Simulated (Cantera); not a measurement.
## Thermodynamics of iron carbonyl, mercury and lead vapours, feed Fe(CO)5 + H2

Feed: 1 mol Fe(CO)5, 76 mol H2, equilibrated at 1325 K.

Equilibrium computed with Cantera from the NASA thermochemical tables; the gas is ideal and each condensed phase is pure. Candidate condensed phases: C, C6H6, C7H8, C8H18, Fe, Fe(CO)5, FeO, Fe(OH)2, Fe(OH)3, Fe2O3, Fe3O4, H2O; 114 gas species. Rates play no part.

| P (Pa) | log p H2 | log p CO | log p CH4 | log p H2O | log p CO2 | log p H | n Fe(γ) |
|---|---|---|---|---|---|---|---|
| 10 | -4.03 | -5.21 | -10.90 | -10.71 | -12.16 | -7.80 | 0.998 |
| 68 | -3.20 | -4.38 | -9.15 | -9.13 | -10.58 | -7.38 | 1.000 |
| 460 | -2.36 | -3.55 | -7.47 | -7.48 | -8.93 | -6.97 | 1.000 |
| 3200 | -1.52 | -2.70 | -5.79 | -5.80 | -7.25 | -6.55 | 1.000 |
| 22000 | -0.69 | -1.87 | -4.11 | -4.13 | -5.58 | -6.13 | 1.000 |
| 150000 | 0.15 | -1.05 | -2.45 | -2.47 | -3.93 | -5.71 | 1.00 |
| 1000000 | 0.97 | -0.31 | -0.86 | -0.87 | -2.41 | -5.30 | 1.00 |
log p: log10 of the partial pressure in bar; n: condensed amount in mol.

From 10.0 Pa to 1000000 Pa the condensed part is Fe(γ).
